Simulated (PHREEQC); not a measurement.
Consider water at 80 °C with 8.5e-05 mol/kgw CO2 and 0.058 mol/kgw K3PO4. Closed to the air; pH follows from the charge balance.

Computed with PHREEQC (ion-association model, wateq4f.dat).

The ionic strength comes out as 0.272 mol/kgw. What activity coefficients do HPO4-2, K+, KHPO4-, OH-, H2PO4- get?

HPO4-2 0.23, K+ 0.66, KHPO4- 0.70, OH- 0.65, H2PO4- 0.70.

Precipitation was switched off in this run. Species that the database lacks are ignored. H3PO4, which wateq4f.dat lacks, is added to it with the constant of phreeqc.dat. At this temperature some constants are extrapolated from 25 °C, and those without enthalpy data are left unchanged.
